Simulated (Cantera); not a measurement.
Cantera run, input and output.

```python
import numpy as np
import cantera as ct

surf = ct.Interface("diamond.yaml", "diamond_100")
gas, bulk = surf.adjacent["gas"], surf.adjacent["diamond"]
k = surf.kinetics_species_index(bulk.species_names[0])
cover = ["c6HH", "c6H*", "c6*H", "c6**", "c6HM", "c6B"]

rows, drift = [], 0.0
print(f"{'xH':>10s}{'um/h':>11s}" + "".join(f"{s:>11s}" for s in cover))
for v in [0.0001, 0.00023, 0.00052, 0.0012, 0.0027, 0.0062, 0.014, 0.032, 0.074]:
    T, P, xH, xCH3 = 1048, 8400, v, 0.00026
    gas.TPX = T, P, {"H": xH, "CH3": xCH3, "CH4": 0.022, "H2": 1 - xH - xCH3 - 0.022}
    surf.TP = bulk.TP = T, P
    surf.coverages = "c6H*:0.1, c6HH:0.9"
    surf.advance_coverages(100.0)
    before = surf.coverages
    surf.advance_coverages(100.0)
    drift = max(drift, np.max(np.abs(surf.coverages - before) / (surf.coverages + 1e-9)))
    rate = surf.net_production_rates[k] * bulk.mean_molecular_weight / bulk.density * 3.6e9
    rows.append([rate, *surf[cover].coverages])
    print(f"{v:10.4g}{rate:11.4e}" + "".join(f"{x:11.3e}" for x in rows[-1][1:]))
```

Output:

```
        xH       um/h       c6HH       c6H*       c6*H       c6**       c6HM        c6B
    0.0001 1.7607e+00  4.901e-01  1.592e-02  2.865e-01  3.425e-03  1.402e-01  4.778e-09
   0.00023 3.7199e+00  4.749e-01  1.740e-02  3.131e-01  5.863e-03  1.302e-01  1.009e-08
   0.00052 6.5039e+00  4.859e-01  1.889e-02  3.399e-01  8.414e-03  1.016e-01  1.765e-08
    0.0012 9.5000e+00  5.089e-01  2.040e-02  3.668e-01  1.062e-02  6.464e-02  2.578e-08
    0.0027 1.1714e+01  5.287e-01  2.152e-02  3.864e-01  1.206e-02  3.552e-02  3.179e-08
    0.0062 1.3068e+01  5.415e-01  2.225e-02  3.984e-01  1.290e-02  1.728e-02  3.546e-08
     0.014 1.3755e+01  5.480e-01  2.273e-02  4.043e-01  1.332e-02  8.060e-03  3.732e-08
     0.032 1.4107e+01  5.512e-01  2.321e-02  4.068e-01  1.357e-02  3.616e-03  3.828e-08
     0.074 1.4323e+01  5.526e-01  2.403e-02  4.073e-01  1.378e-02  1.587e-03  3.887e-08
```

Model: the Harris–Goodwin 1993 mechanism for the reconstructed diamond (100) surface, integrated in Cantera.
